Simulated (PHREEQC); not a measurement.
A solution holds 0.18 mol MgCl2 and 0.00018 mol Na2CO3 per kg of water, at 57 °C. Closed to the air; pH follows from the charge balance.

Computed with PHREEQC (ion-association model, phreeqc.dat).

Q: The ionic strength comes out as 0.540 mol/kgw. What activity coefficients do HCO3-, MgOH+, CO3-2, MgHCO3+, Mg+2 get?

A: HCO3- 0.67, MgOH+ 0.70, CO3-2 0.21, MgHCO3+ 0.63, Mg+2 0.27.

Precipitation was switched off in this run. Constants without temperature data keep their 25 °C values here.
